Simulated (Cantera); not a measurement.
An isothermal, constant-pressure homogeneous reactor starts with 0.833 % H2, 39.7 % O2, 59.5 % N2, at 1275 K and 20.0 Torr.

Detailed kinetics in Cantera: the H2/O2 subset of GRI-Mech 3.0, which has no nitrogen chemistry. Radical loss at walls, strong at low pressure, is not modelled.

x: mole fraction; the columns are a selection and need not sum to one.

```tsv
t (s)	x H2	x O2	x H2O2	x H2O	x H	x HO2	x OH
3.00e-5	0.00833	0.397	<1e-12	1.27e-11	4.92e-10	6.92e-10	2.07e-10
8.77e-5	0.00833	0.397	<1e-12	2.30e-10	9.66e-10	[?]	1.19e-9
0.000256	0.00833	0.397	1.84e-12	3.46e-9	2.25e-9	[?]	5.95e-9
0.000750	0.00833	0.397	1.49e-11	6.93e-8	1.50e-8	[?]	5.39e-8
0.00219	0.00831	0.397	1.46e-10	1.50e-5	2.48e-6	[?]	9.27e-6
0.00641	0.000137	0.389	3.32e-8	0.00740	0.000650	[?]	0.000928
0.0187	5.77e-5	0.390	2.34e-8	0.00769	0.000446	[?]	0.000723
0.0548	3.93e-5	0.391	2.18e-8	0.00788	0.000246	[?]	0.000598
0.160	1.67e-5	0.393	1.71e-8	0.00811	6.67e-5	[?]	0.000391
0.468	3.99e-6	0.394	9.15e-9	0.00826	7.72e-6	[?]	0.000192
1.37	6.88e-7	0.394	3.01e-9	0.00832	5.55e-7	[?]	8.00e-5
4.00	1.20e-7	0.394	7.51e-10	0.00835	4.07e-8	[?]	3.35e-5
11.7	2.54e-8	0.394	1.88e-10	0.00836	4.01e-9	[?]	1.55e-5
34.2	7.48e-9	0.394	6.08e-11	0.00836	6.45e-10	[?]	8.43e-6
100	4.62e-9	0.394	3.93e-11	0.00836	3.15e-10	[?]	6.63e-6
```

Problem. Some entries are withheld; supply them.

Solution. 
- 8.77e-5, x HO2: 2.03e-9
- 0.000256, x HO2: 5.93e-9
- 0.000750, x HO2: 1.75e-8
- 0.00219, x HO2: 1.06e-7
- 0.00641, x HO2: 1.13e-6
- 0.0187, x HO2: 9.47e-7
- 0.0548, x HO2: 8.02e-7
- 0.160, x HO2: 5.28e-7
- 0.468, x HO2: 2.30e-7
- 1.37, x HO2: 6.64e-8
- 4.00, x HO2: 1.63e-8
- 11.7, x HO2: 5.84e-9
- 34.2, x HO2: 4.98e-9
- 100, x HO2: 5.48e-9
